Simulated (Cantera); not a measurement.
A freely propagating, adiabatic, planar premixed flame of CH4 : H2 : O2 : N2 = 1 : 0.16 : 1.6 : 6.08 (molar parts), unburnt at 348 K and 7.40 atm; mixture-averaged transport, grid criteria slope 0.08 and curve 0.16, no radiation.

Computed with Cantera and GRI-Mech 3.0 (53 species, 325 reactions). Burning velocities carry a grid error of a few per cent, more on coarse grids.

Task: How do the results move with these cheaper or finer settings: unity-Lewis-number transport; multicomponent transport; multicomponent+Soret transport; grid criteria slope 0.5, curve 1; grid criteria slope 0.25, curve 0.5; grid criteria slope 0.03, curve 0.06?

Result: 
| setting | laminar burning velocity | thermal thickness | peak x(CH2O) | peak x(H) | grid points |
|---|---|---|---|---|---|
| as above | 12.0 cm/s | 0.193 mm | 0.00134 | 0.000677 | 131 |
| unity-Lewis-number transport | 9.58 cm/s | 0.227 mm | 0.00100 | 0.000709 | 127 |
| multicomponent transport | 12.1 cm/s | 0.195 mm | 0.00135 | 0.000678 | 131 |
| multicomponent+Soret transport | 12.1 cm/s | 0.192 mm | 0.00134 | 0.000731 | 131 |
| grid criteria slope 0.5, curve 1 | 12.9 cm/s | 0.211 mm | 0.00138 | 0.000674 | 31 |
| grid criteria slope 0.25, curve 0.5 | 12.2 cm/s | 0.200 mm | 0.00135 | 0.000667 | 53 |
| grid criteria slope 0.03, curve 0.06 | 11.8 cm/s | 0.191 mm | 0.00134 | 0.000670 | 321 |
The base run took about 3 core-seconds (a rough figure).
Unity Lewis numbers drop preferential diffusion, which matters most where H2 and H carry the flame; Soret adds thermal diffusion.
